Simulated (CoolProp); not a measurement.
The numbers come from the reference Helmholtz-energy equation of state, Thol 2014 in CoolProp.

Give the vapour pressure (bar), liquid density (kg/m³), vapour density (kg/m³), surface tension (mN/m) of saturated diethyl ether at 95.05, 96.95, 102.35 °C.


```
T (°C)  p (bar)  liquid density (kg/m³)  vapour density (kg/m³)  surface tension (mN/m)
------  -------  ----------------------  ----------------------  ----------------------
95.05      5.83                     617                    16.6                    8.51
96.95      6.10                     614                    17.3                    8.31
102.35     6.90                     606                    19.6                    7.73
```

Surface tension comes from a separate correlation (Mulero 2014).
